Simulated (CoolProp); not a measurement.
The numbers come from the reference Helmholtz-energy equation of state, Lemmon 2013 in CoolProp.

For propylene, give the phase and the cv (kJ/(kg K)), speed of sound (m/s), conductivity (mW/(m K)), Prandtl number at 404.9 K and 0.103 MPa; 404.9 K and 11.4 MPa.


- 404.9 K and 0.103 MPa: gas; cv 1.73, speed of sound 297, conductivity 29.5, Prandtl number 0.761
- 404.9 K and 11.4 MPa: supercritical; cv 1.91, speed of sound 336, conductivity 77.2, Prandtl number 2.04

Viscosity comes from a separate model (Huber 2003), an estimate that may be off by 10 % or more. Thermal conductivity comes from a separate model (Huber 2003), an estimate that may be off by 10 % or more.
